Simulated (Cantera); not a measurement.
Input (Python, Cantera) and output of one run.

```python
import numpy as np
import cantera as ct

gas_names = """
    CL CL2 Fe FeCL FeCL2 FeCL3 Fe2CL4 Fe2CL6 H HCL H2 N NH NH2 NH3 N2 N2H2 N2H4
""".split()
cond_names = """
    Fe(a) Fe(c) Fe(d) Fe(L) FeCL2(s) FeCL2(L) FeCL3(s) FeCL3(L) NH4CL(a) NH4CL(b)
""".split()


# ... load() reads the species with a 1 bar reference pressure and builds the phases ...
atoms = {
    'FeCl2': {'Fe': 1, 'CL': 2},
    'HCl': {'H': 1, 'CL': 1},
    'N2': {'N': 2},
}
top_T = {}  # K; cautious upper limits of use, not melting points


# ... equilibrate(T, P, feed) seeds the gas with the atoms and calls Mixture.equilibrate('TP', solver="vcs", rtol=1e-11, max_steps=5000) ...
results = []
feed = {'FeCl2': 1, 'HCl': 1.8, 'N2': 25}  # mol
P = 2.8  # Pa
for T in [1200, 1250, 1300, 1350, 1400, 1450, 1500, 1550, 1600, 1650]:
    mix = equilibrate(T, P, feed)
    results.append((T, P, feed, dict(zip(mix.species_names, mix.species_moles))))

top = {s: max(r[3][s] / sum(r[3][g] for g in gas_names) for r in results) for s in gas_names}
cols = sorted((s for s in top if top[s] > 0.001), key=lambda s: -top[s])[:9]
seen = [c for c in cond_names if any(r[3].get(c, 0) > 1e-12 for r in results)]
print("log10 of partial pressures in bar; condensed amounts in mol")
print(f"{'T/K':>10s}" + "".join(f"{s[:9]:>10s}" for s in cols + seen))
for T, P, feed, n in results:
    ng = sum(n[g] for g in gas_names)
    print(f"{T:10.4g}" + "".join(f"{np.log10(max(n[s] / ng * P / 1e5, 1e-99)):10.3f}" for s in cols)
          + "".join(f"{n.get(c, 0):10.4g}" for c in seen))
```

Result:

```
log10 of partial pressures in bar; condensed amounts in mol
       T/K        N2       HCL     FeCL2        CL        Fe        H2
      1200    -4.599    -5.743    -5.997    -8.240   -12.929    -8.539
      1250    -4.599    -5.744    -5.997    -7.985   -12.036    -8.286
      1300    -4.599    -5.746    -5.997    -7.750   -11.212    -8.053
      1350    -4.599    -5.749    -5.997    -7.532   -10.448    -7.838
      1400    -4.599    -5.753    -5.997    -7.330    -9.738    -7.641
      1450    -4.600    -5.759    -5.998    -7.141    -9.079    -7.463
      1500    -4.600    -5.768    -5.999    -6.962    -8.471    -7.308
      1550    -4.600    -5.778    -6.004    -6.786    -7.921    -7.183
      1600    -4.602    -5.789    -6.016    -6.606    -7.443    -7.097
      1650    -4.604    -5.798    -6.042    -6.418    -7.049    -7.056
```

These are equilibrium values from Cantera (NASA tables, ideal gas, pure condensed phases), not measurements of a reactor.
